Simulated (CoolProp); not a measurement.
CHF3 (R23) at several states: Z from the reference equation and from simpler models built on Tc = 26.1 °C, pc = 4.832 MPa, ω = 0.263; each cubic takes its own stable root.

Values from CoolProp's reference Helmholtz-energy equation of state, Penoncello 2003.

```csv
T (°C),p (MPa),phase,reference
-54.15,0.0761,gas,0.9824
126.95,0.0184,gas,0.9995
92.25,4.14,gas,0.8395
-118.85,0.304,liquid,0.01050
117.75,16.5,supercritical,0.6628
116.95,14.3,supercritical,0.6653
```

### Question
How far does each simpler model (Soave-Redlich-Kwong, Peng-Robinson) lie from the reference over these 6 states: mean and median of the absolute difference, and the worst?

### Answer
- Soave-Redlich-Kwong: mean 8.0 %, median 7.6 %, worst +17.8 % at -118.85 °C and 0.304 MPa
- Peng-Robinson: mean 3.3 %, median 2.7 %, worst +7.8 % at 117.75 °C and 16.5 MPa
